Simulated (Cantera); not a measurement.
# Low-pressure radical oxidation in H2/O2

An isothermal, constant-pressure homogeneous reactor starts with 0.768 % H₂, 80.0 % O₂, 19.2 % N₂, at 1298 K and 20.0 Torr.

Computed with Cantera and the H2/O2 subset of GRI-Mech 3.0, which has no nitrogen chemistry. Radical loss at walls, strong at low pressure, is not modelled.

| t (s) | x H₂ | x O₂ | x OH | x HO₂ | x H₂O |
|---|---|---|---|---|---|
| 0.000700 | 0.00768 | 0.800 | 1.66e-7 | 4.44e-8 | 1.90e-7 |
| 0.00283 | 0.00670 | 0.799 | 0.000462 | 1.14e-6 | 0.000715 |
| 0.0114 | 2.82e-5 | 0.794 | 0.000770 | 9.14e-7 | 0.00716 |
| 0.0461 | 2.02e-5 | 0.795 | 0.000653 | 7.74e-7 | 0.00728 |
| 0.186 | 7.54e-6 | 0.798 | 0.000400 | 4.56e-7 | 0.00748 |
| 0.752 | 1.15e-6 | 0.799 | 0.000157 | 1.40e-7 | 0.00763 |
| 3.04 | 1.19e-7 | 0.799 | 5.08e-5 | 2.59e-8 | 0.00769 |
| 12.3 | 1.53e-8 | 0.799 | 1.82e-5 | 9.42e-9 | 0.00770 |
| 49.5 | 4.75e-9 | 0.799 | 1.02e-5 | 1.10e-8 | 0.00771 |
| 200 | 4.45e-9 | 0.799 | 9.87e-6 | 1.12e-8 | 0.00771 |
x: mole fraction; the columns are a selection and need not sum to one.

Equilibrium at this temperature and pressure: H₂ 4.45e-9, O₂ 0.799, OH 9.87e-6, HO₂ 1.12e-8, H₂O 0.00771 (gas phase only).
